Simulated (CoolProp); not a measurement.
Model: reference Helmholtz-energy equation of state, Span 1996, in CoolProp.

Question: For carbon dioxide, give the phase and the Prandtl number at 176.35 °C and 2280 kPa; 494.45 °C and 472 kPa; 350.85 °C and 129 kPa.

Answer: 
- 176.35 °C and 2280 kPa: gas; Prandtl number 0.761
- 494.45 °C and 472 kPa: gas; Prandtl number 0.725
- 350.85 °C and 129 kPa: gas; Prandtl number 0.731

Viscosity comes from a separate model (Laesecke 2017). Thermal conductivity comes from a separate model (Huber 2016).
